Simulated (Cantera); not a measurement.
An adiabatic, constant-volume homogeneous reactor starts with CO : H₂ : O₂ : N₂ = 1 : 0.047 : 1.69 : 6.35 (molar parts), equivalence ratio 0.31, at 1650 K and 0.553 atm.

Detailed kinetics in Cantera: GRI-Mech 3.0 (53 species, 325 reactions).

Predict: time of steepest temperature rise; temperature at 10.0 s; equilibrium temperature; x(CO) at 10.0 s; x(H₂) at 10.0 s; x(O₂) at 10.0 s; x(OH) at 10.0 s; x(HO₂) at 10.0 s; x(H₂O) at 10.0 s; x(H₂O₂) at 10.0 s.


| Quantity | Value |
|---|---|
| time of steepest temperature rise | 0.221 ms |
| temperature at 10.0 s | 2502 K |
| equilibrium temperature | 2502 K |
| x(CO) at 10.0 s | 0.0121 (gas-phase equilibrium 0.0121) |
| x(H₂) at 10.0 s | 7.31e-5 (gas-phase equilibrium 7.31e-5) |
| x(O₂) at 10.0 s | 0.129 (gas-phase equilibrium 0.129) |
| x(OH) at 10.0 s | 0.00269 (gas-phase equilibrium 0.00269) |
| x(HO₂) at 10.0 s | 1.86e-6 (gas-phase equilibrium 1.86e-6) |
| x(H₂O) at 10.0 s | 0.00389 (gas-phase equilibrium 0.00389) |
| x(H₂O₂) at 10.0 s | 8.90e-9 (gas-phase equilibrium 8.90e-9) |
